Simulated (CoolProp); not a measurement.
Properties of ammonia along the isobar 6440 kPa.

Model: reference Helmholtz-energy equation of state, Gao 2020, in CoolProp.

| T (K) | phase | density (kg/m³) | viscosity (µPa s) | Prandtl number |
|---|---|---|---|---|
| 352.9 | liquid | 512.0 | 80.3 | 1.30 |
| 358.8 | liquid | 498.2 | 75.4 | 1.34 |
| 364.8 | liquid | 482.9 | 70.5 | 1.40 |
| 370.7 | liquid | 465.7 | 65.6 | 1.49 |
| 376.7 | gas | 56.53 | 13.5 | 2.02 |
| 382.6 | gas | 52.46 | 13.7 | 1.69 |
| 388.5 | gas | 49.40 | 13.9 | 1.49 |
| 394.5 | gas | 46.91 | 14.1 | 1.35 |
| 400.4 | gas | 44.88 | 14.3 | 1.23 |
| 406.3 | gas | 43.13 | 14.5 | 1.14 |
| 412.3 | gas | 41.57 | 14.8 | 1.13 |
| 418.2 | gas | 40.21 | 15.0 | 1.11 |
| 424.2 | gas | 38.97 | 15.2 | 1.08 |
| 430.1 | gas | 37.87 | 15.5 | 1.06 |

Viscosity comes from a separate model (Fenghour 1995). Thermal conductivity comes from a separate model (Tufeu 1984).
